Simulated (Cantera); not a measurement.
Cantera run, input and output.

```python
import numpy as np
import cantera as ct

gas = ct.Solution("SiF4_NH3_mec.yaml", "gas")
gas.TPX = 1700, 2666, {'NH3': 0.21, 'N2': 14}
reactor = ct.IdealGasConstPressureReactor(gas, energy="off", clone=False)
net = ct.ReactorNet([reactor])
net.rtol, net.atol = 1e-08, 1e-18
show = ['NH3', 'NH', 'N2', 'NH2', 'N2H4', 'N2H2']
times = np.geomspace(0.0001, 40, 9)

steps = ct.SolutionArray(gas, extra=["t"])
rows = []
print(f"{'t/s':>10s}{'T/K':>9s}{'P/Pa':>11s}" + "".join(f"{s:>11s}" for s in show))
for t in times:
    while net.time < t:
        t_next = net.step()
        steps.append(gas.state, t=t_next)
    rows.append([np.interp(t, steps.t, y) for y in (steps.T, steps.P, *steps(*show).X.T)])
    print(f"{t:10.3e}{rows[-1][0]:9.1f}{rows[-1][1]:11.4g}" + "".join(f"{x:11.3e}" for x in rows[-1][2:]))
rate = np.gradient(steps.T, steps.t)
print("integrator steps:", len(steps.t))
if steps.T.max() > steps.T[0] + 200:
    print(f"time of steepest temperature rise: {steps.t[rate.argmax()]:.4e} s")
gas.TPX = 1700, 2666, {'NH3': 0.21, 'N2': 14}
gas.equilibrate("TP")
print(f"equilibrium (TP): T = {gas.T:.1f} K  " + "  ".join(f"{s} {gas[s].X[0]:.3e}" for s in show))
```

It prints:

```
       t/s      T/K       P/Pa        NH3         NH         N2        NH2       N2H4       N2H2
 1.000e-04   1700.0       2666  1.478e-02  1.183e-14  9.852e-01  1.054e-08  1.249e-17  2.821e-16
 5.015e-04   1700.0       2666  1.478e-02  1.096e-12  9.852e-01  7.097e-08  9.508e-16  3.858e-14
 2.515e-03   1700.0       2666  1.478e-02  4.912e-11  9.852e-01  4.231e-07  3.868e-14  2.281e-12
 1.261e-02   1700.0       2666  1.478e-02  1.833e-09  9.852e-01  2.195e-06  1.066e-12  7.237e-11
 6.325e-02   1700.0       2666  1.477e-02  4.600e-08  9.852e-01  1.101e-05  2.695e-11  2.398e-09
 3.172e-01   1700.0       2666  1.462e-02  4.513e-07  9.851e-01  5.195e-05  5.998e-10  6.933e-08
 1.591e+00   1700.0       2666  1.263e-02  1.036e-06  9.842e-01  3.679e-05  3.009e-10  6.988e-08
 7.976e+00   1700.0       2666  8.451e-03  7.781e-07  9.822e-01  1.928e-05  8.259e-11  2.513e-08
 4.000e+01   1700.0       2666  2.288e-03  3.872e-07  9.792e-01  6.361e-06  8.994e-12  3.791e-09
integrator steps: 1057
equilibrium (TP): T = 1700.0 K  NH3 3.053e-09  NH 1.729e-11  N2 9.781e-01  NH2 4.764e-11  N2H4 5.049e-22  N2H2 1.848e-16
```

Computed with Cantera and the gas-phase N/H chemistry of the illustrative SiF4/NH3 mechanism in the Surface Chemkin manual (1991). Walls and surfaces, which speed up NH3 decomposition in real reactors, are not modelled.
